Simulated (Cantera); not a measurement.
Input: 1 mol CHF3, 2.8 mol F2, 0.68 mol H2, held at 0.0100 bar.

Method: chemical equilibrium by Gibbs-energy minimisation in Cantera with the NASA 1993 tables (ideal gas, pure condensed phases). Candidate condensed phases: C, C6H6, C7H8, C8H18; 95 gas species. Gases not in the tables: C2F6 and larger saturated fluorocarbons. Rates play no part.

Q: At 1448 K, list the 4 most abundant gas species with their mole fractions, and the condensed phases.

A: HF 0.422, F 0.399, CF4 0.179, F2 0.000347. Condensed: gas only.
